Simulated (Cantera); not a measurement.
What does this Cantera script print?

```python
import numpy as np
import cantera as ct

gas_names = """
    H HI H2 I I2 Na NaH NaI Na2
""".split()
cond_names = """
    I2(cr) I2(L) Na(cr) Na(L) NaI(s) NaI(L)
""".split()


# ... load() reads the species with a 1 bar reference pressure and builds the phases ...
atoms = {
    'NaI': {'Na': 1, 'I': 1},
    'H2': {'H': 2},
}
top_T = {}  # K; cautious upper limits of use, not melting points


# ... equilibrate(T, P, feed) seeds the gas with the atoms and calls Mixture.equilibrate('TP', solver="vcs", rtol=1e-11, max_steps=5000) ...
results = []
feed = {'NaI': 1, 'H2': 0.72}  # mol
P = 1333.22  # Pa
for T in [1100, 1150, 1200, 1250, 1300, 1350, 1400]:
    mix = equilibrate(T, P, feed)
    results.append((T, P, feed, dict(zip(mix.species_names, mix.species_moles))))

top = {s: max(r[3][s] / sum(r[3][g] for g in gas_names) for r in results) for s in gas_names}
cols = sorted((s for s in top if top[s] > 1e-05), key=lambda s: -top[s])[:5]
seen = [c for c in cond_names if any(r[3].get(c, 0) > 1e-12 for r in results)]
print("log10 of partial pressures in bar; condensed amounts in mol")
print(f"{'T/K':>10s}" + "".join(f"{s[:9]:>10s}" for s in cols + seen))
for T, P, feed, n in results:
    ng = sum(n[g] for g in gas_names)
    print(f"{T:10.4g}" + "".join(f"{np.log10(max(n[s] / ng * P / 1e5, 1e-99)):10.3f}" for s in cols)
          + "".join(f"{n.get(c, 0):10.4g}" for c in seen))
```

It prints:

```
log10 of partial pressures in bar; condensed amounts in mol
       T/K        H2       NaI        Na         I        HI    NaI(L)
      1100    -2.074    -2.310    -5.728    -6.387    -5.835    0.5819
      1150    -2.253    -2.111    -5.407    -5.876    -5.587         0
      1200    -2.254    -2.111    -5.166    -5.537    -5.408         0
      1250    -2.254    -2.112    -4.939    -5.231    -5.248         0
      1300    -2.254    -2.112    -4.723    -4.954    -5.107         0
      1350    -2.255    -2.113    -4.519    -4.702    -4.981         0
      1400    -2.255    -2.115    -4.326    -4.472    -4.869         0
```

Equilibrium computed with Cantera from the NASA thermochemical tables; the gas is ideal and each condensed phase is pure. Gases not in the tables: NaBr and NaI dimers.
